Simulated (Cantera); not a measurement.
Feed: 1 mol BF3, 27 mol H2, 0.16 mol N2, 0.49 mol O2, at 0.133 bar.

Cantera equilibrium calculation (NASA polynomials, part measured and part estimated; ideal gas, pure solids and liquids). Candidate condensed phases: B, BN, B2O3, B3O3H3, H2O; 62 gas species. The tables' values for BF2 are old estimates; treat these amounts as uncertain. Kinetics and transport are ignored. All values below are at 2223 K.

Base state: H2 0.874, HF 0.0689, BOF 0.0297, H 0.0164, N2 0.00545, HBO 0.00178, H2O 0.00105, BF2 0.000762 (mole fractions); condensed: gas only.

Problem. What changes in the equilibrium state with this change: BF3 replaced by B?

Solution. 
```
species    before   after
-------  --------  ------
H2          0.874   0.943
HBO       0.00178  0.0262
H          0.0164  0.0170
HF         0.0689       0
BOF        0.0297       0
BF2      0.000762       0
BF       0.000702       0
```
The tables' values for BH2 are old estimates; treat these amounts as uncertain. Gases not in the tables: B2H6 and higher boranes.
